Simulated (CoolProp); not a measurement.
Vapour-liquid equilibrium of R143a (1) + R134a (2) at 239.5 K; x and y are mole fractions of (1).

Model: multi-fluid Helmholtz-energy mixture model, Lemmon and Jacobsen 2000 and Tillner-Roth 1994; pair parameters Lemmon 2004, in CoolProp.

```tsv
x	bubble pressure (MPa)	y at the bubble point	dew pressure at overall composition x (MPa)	liquid density (mol/L)
0.05	0.07632	0.117	0.07301	13.70
0.15	0.08758	0.307	0.07805	13.68
0.25	0.09891	0.455	0.08385	13.66
0.35	0.1103	0.574	0.09056	13.63
0.45	0.1217	0.671	0.09844	13.60
0.55	0.1331	0.752	0.1078	13.57
0.65	0.1446	0.821	0.1190	13.54
0.75	0.1561	0.880	0.1328	13.51
0.85	0.1676	0.932	0.1500	13.48
0.95	0.1793	0.979	0.1719	13.45
```

No azeotrope shows between x = 0.05 and 0.95.

Pair parameters are fitted to limited data, so mixtures are less certain than the pure fluids.
